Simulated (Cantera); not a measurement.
Cantera with NASA thermochemical tables; ideal gases at 1 bar, condensed phases pure. Values are per mole of reaction as written; species without (g) are pure solids or liquids, kept so even where they would boil at 1 bar.

Task: Between 1125 and 1375 K, where is each reaction favourable under standard conditions?
- Sr + O2(g) + 2 H(g) → Sr(OH)2

Result: 
- Sr + O2(g) + 2 H(g) → Sr(OH)2: ΔG° is -973 kJ at 1125 K and -885 kJ at 1375 K; it stays negative (K > 1). ΔH° is -1362 kJ and ΔS° -347 J/K at 1375 K.
